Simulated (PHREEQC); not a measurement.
0.088 g of hydrous ferric oxide (600 m²/g; 0.2 weak and 0.005 strong sites per Fe, Dzombak-Morel constants, diffuse double layer) in 1 kg of water with 0.01 mol/kgw of an inert sodium salt and 0.0016 mmol/kgw ZnCl2, 0.0018 mmol/kgw Na2HAsO4 and 0.004 mmol/kgw CuCl2, at 25 °C; the pH is set by adding NaOH or the inert anion's acid. Oxygen alone is held at its pressure in air (log pO2 = -0.68). No CO2 enters from the air. Nothing may precipitate in this run.

The series has 17 steps of pH, from 3 to 9.

All values are PHREEQC results (ion-association model, wateq4f.dat), not measurements.

Task: Near which pH is half of the Zn sorbed, and on which side is more sorbed?

Result: Near pH 6.5, with more sorbed at higher pH.

Task: Near which pH is half of the Cu sorbed, and on which side is more sorbed?

Result: Near pH 5.2, with more sorbed at higher pH.

The database has no arsenate complexes of Cu, Zn. The database's constant for dissolved Cu(OH)2 is higher than later reviews accept. The oxide is taken as insoluble; below pH 4 it would dissolve.
